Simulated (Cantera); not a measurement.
An isothermal, constant-pressure homogeneous reactor starts with 62.5 % NO, 37.5 % N2, at 2198 K and 0.133 bar.

Model: GRI-Mech 3.0 (53 species, 325 reactions), integrated in Cantera.

### Question
Predict: x(NO) at 2.00 s; x(O2) at 2.00 s; x(O) at 2.00 s; x(NO2) at 2.00 s; x(N2) at 2.00 s; x(N2O) at 2.00 s.

### Answer
```json
{
  "x(NO) at 2.00 s": "0.0187 (gas-phase equilibrium 0.0141)",
  "x(O2) at 2.00 s": "0.300 (gas-phase equilibrium 0.303)",
  "x(O) at 2.00 s": "0.00403 (gas-phase equilibrium 0.00405)",
  "x(NO2) at 2.00 s": "1.04e-5 (gas-phase equilibrium 7.86e-6)",
  "x(N2) at 2.00 s": "0.677 (gas-phase equilibrium 0.679)",
  "x(N2O) at 2.00 s": "3.11e-7 (gas-phase equilibrium 2.65e-7)"
}
```
